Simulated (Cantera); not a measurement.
Cantera run:

```python
import numpy as np
import cantera as ct

gas_names = """
    Electron H H+ H- HO2 H2 H2+ H2- H2O H2O+ H2O2 H2S H2SO4 H3O+ O O+ O- OH OH+ OH- O2 O2+ O2- O3 S S+
    S- SH SO SO2 SO3 S2 S2O S8
""".split()
cond_names = """
    H2O(s) H2O(L) H2SO4(L) S(cr1) S(cr2) S(L)
""".split()


def load(file, names, dense=False):
    # The tables refer to 1 bar. Condensed volumes are neglected.
    table = {s.name: s for s in ct.Species.list_from_file(file)}
    out = []
    for n in names:
        d = dict(table[n].input_data)
        d["thermo"] = dict(d["thermo"], **{"reference-pressure": 1e5})
        if dense:
            d["equation-of-state"] = {"model": "constant-volume", "density": "1e6 g/cm^3"}
        out.append(ct.Species.from_dict(d))
    return out


gas = ct.Solution(thermo="ideal-gas", species=load("nasa_gas.yaml", gas_names))
cond = {s.name: ct.Solution(thermo="fixed-stoichiometry", species=[s], name=s.name)
        for s in load("nasa_condensed.yaml", cond_names, dense=True)}
atoms = {
    'S': {'S': 1},
    'SO2': {'S': 1, 'O': 2},
    'H2': {'H': 2},
}
top_T = {}  # K; cautious upper limits of use, not melting points


def equilibrate(T, P, feed):
    n = {}
    for name, mol in feed.items():
        for a, k in atoms[name].items():
            n[a] = n.get(a, 0.0) + k * mol
    gas.TPX = T, P, n
    mass = sum(n.values()) * gas.mean_molecular_weight
    gas.equilibrate("TP")
    valid = [c for c in cond.values() if c.min_temp <= T <= top_T.get(c.name, c.max_temp)]
    mix = ct.Mixture([(gas, mass / gas.mean_molecular_weight)] + [(c, 0.0) for c in valid])
    mix.T, mix.P = T, P
    mix.equilibrate("TP", solver="vcs", rtol=1e-11, max_steps=5000)
    return mix


results = []
feed = {'S': 1, 'SO2': 0.023, 'H2': 0.11}  # mol
P = 49000  # Pa
for T in [2000, 2250, 2500, 2750, 3000, 3250, 3500, 3750, 4000, 4250, 4500, 4750, 5000]:
    mix = equilibrate(T, P, feed)
    results.append((T, P, feed, dict(zip(mix.species_names, mix.species_moles))))

top = {s: max(r[3][s] / sum(r[3][g] for g in gas_names) for r in results) for s in gas_names}
cols = sorted((s for s in top if top[s] > 0.0001), key=lambda s: -top[s])[:8]
seen = [c for c in cond_names if any(r[3].get(c, 0) > 1e-12 for r in results)]
print("log10 of partial pressures in bar; condensed amounts in mol")
print(f"{'T/K':>10s}" + "".join(f"{s[:9]:>10s}" for s in cols + seen))
for T, P, feed, n in results:
    ng = sum(n[g] for g in gas_names)
    print(f"{T:10.4g}" + "".join(f"{np.log10(max(n[s] / ng * P / 1e5, 1e-99)):10.3f}" for s in cols)
          + "".join(f"{n.get(c, 0):10.4g}" for c in seen))
```

Result:

```
log10 of partial pressures in bar; condensed amounts in mol
       T/K         S        S2         H        H2        SH        SO       H2O         O
      2000    -2.705    -0.415    -3.461    -1.345    -2.026    -2.284    -1.688    -7.057
      2250    -2.081    -0.431    -2.772    -1.285    -1.790    -1.950    -1.843    -5.801
      2500    -1.590    -0.463    -2.238    -1.276    -1.631    -1.743    -2.057    -4.846
      2750    -1.203    -0.520    -1.825    -1.321    -1.543    -1.640    -2.335    -4.113
      3000    -0.907    -0.621    -1.518    -1.432    -1.534    -1.616    -2.676    -3.538
      3250    -0.695    -0.783    -1.307    -1.626    -1.615    -1.649    -3.080    -3.067
      3500    -0.559    -1.015    -1.182    -1.906    -1.788    -1.723    -3.539    -2.662
      3750    -0.483    -1.300    -1.121    -2.243    -2.029    -1.838    -4.040    -2.319
      4000    -0.445    -1.608    -1.096    -2.596    -2.297    -2.013    -4.582    -2.064
      4250    -0.428    -1.911    -1.086    -2.933    -2.563    -2.254    -5.156    -1.910
      4500    -0.419    -2.196    -1.082    -3.242    -2.813    -2.535    -5.735    -1.831
      4750    -0.415    -2.458    -1.080    -3.522    -3.042    -2.822    -6.289    -1.794
      5000    -0.413    -2.697    -1.080    -3.776    -3.251    -3.099    -6.806    -1.776
```

Cantera equilibrium calculation (NASA polynomials, part measured and part estimated; ideal gas, pure solids and liquids).
